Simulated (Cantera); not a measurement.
A Cantera script and its output.

```python
import numpy as np
import cantera as ct

gas = ct.Solution("gri30.yaml")


def delay(T, t_max=10):
    gas.TPX = T, 220000, {'H2': 1, 'O2': 0.735, 'N2': 2.76, 'NO': 0.02}
    reactor = ct.IdealGasReactor(gas, clone=False)
    net = ct.ReactorNet([reactor])
    net.rtol, net.atol = 1e-8, 1e-16
    while net.time < t_max:
        t_old, T_old = net.time, reactor.T
        net.step()
        if reactor.T > T + 400:  # ignition: a rise of 400 K
            return t_old + (T + 400 - T_old) / (reactor.T - T_old) * (net.time - t_old)
    return np.nan


taus = []
for T in [875, 975, 1075, 1175, 1275, 1375, 1475, 1575]:
    taus.append(delay(T))
    print(f"T0 = {T:6g} K   tau = {taus[-1]:.4e} s")
```

Result:

```
T0 =    875 K   tau = 5.2200e-04 s
T0 =    975 K   tau = 1.4647e-04 s
T0 =   1075 K   tau = 5.2786e-05 s
T0 =   1175 K   tau = 2.4945e-05 s
T0 =   1275 K   tau = 1.4466e-05 s
T0 =   1375 K   tau = 9.6092e-06 s
T0 =   1475 K   tau = 7.0471e-06 s
T0 =   1575 K   tau = 5.6175e-06 s
```

Cantera simulation using GRI-Mech 3.0 (53 species, 325 reactions); the numbers are that mechanism's predictions, not measurements. The hydrogen kinetics of GRI-Mech 3.0 are dated; newer H2 mechanisms differ, most at raised pressure. The mechanism lacks 2 NO + O2 → 2 NO2 and HONO, so NO2 and the effect of NO are under-described below about 1400 K. Below about 950 K walls govern HO2 and H2O2 in real vessels.
